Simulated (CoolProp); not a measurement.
Carbonyl sulfide at 293.15 K and 0.637 MPa is throttled through a valve to 0.368 MPa with no heat exchange. Each further row changes one setting.

Model: reference Helmholtz-energy equation of state, Lemmon 2006, in CoolProp. It is a short technical equation, of lower accuracy than the large ones.

```json
[
 {"case": "as stated", "temperature change (K)": "?", "final density (kg/m³)": "?"},
 {"case": "outlet pressure 0.11 MPa", "temperature change (K)": "?", "final density (kg/m³)": "?"},
 {"case": "outlet pressure 0.478 MPa", "temperature change (K)": "-3.5", "final density (kg/m³)": "12.7"}
]
```

Problem. What belongs in the gaps?

Solution. 
- as stated, temperature change (K): -6.0
- as stated, final density (kg/m³): 9.72
- outlet pressure 0.11 MPa, temperature change (K): -12.0
- outlet pressure 0.11 MPa, final density (kg/m³): 2.87
